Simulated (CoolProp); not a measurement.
Vapour-liquid equilibrium of CH2F2 (R32) (1) + R142b (2) at 0.702 MPa; x and y are mole fractions of (1).

The numbers come from the multi-fluid Helmholtz-energy mixture model, Tillner-Roth 1997 and Lemmon 2006; pair parameters Bell 2016 in CoolProp.

### Question
Give the bubble temperature and the first vapour's composition at x = 0.15, 0.25, 0.85. Is there an azeotrope?

### Answer
x = 0.15: 306.8 K, y = 0.430; x = 0.25: 297.8 K, y = 0.601; x = 0.85: 272.2 K, y = 0.950. No azeotrope shows between x = 0.05 and 0.95.

Pair parameters are fitted to limited data, so mixtures are less certain than the pure fluids.
